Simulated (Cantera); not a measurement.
Charge: 1 mol SiC, 4.8 mol N₂, 0.0024 mol Si, at 1900 K and 0.360 bar.

Equilibrium computed with Cantera from the NASA thermochemical tables; the gas is ideal and each condensed phase is pure. Candidate condensed phases: C, Si, SiC, Si₃N₄; 20 gas species. Mutual solubility and eutectic melting of coexisting phases are not modelled. Equilibrium is a limit: real reactors are often held back by kinetics, nucleation or transport.

Base state: N₂ 1.000 (mole fractions); condensed: SiC(s) + Si₃N₄(s).

Q: What changes in the equilibrium state with this change: temperature from 1900 K to 1575 K?

A: 
| species | before | after |
|---|---|---|
| N₂ | 1.000 | 1.00 |
| SiC(s), mol | 1.000 | 0 |
| Si₃N₄(s), mol | 0.000782 | 0.334 |
| C(graphite), mol | 0 | 1.00 |
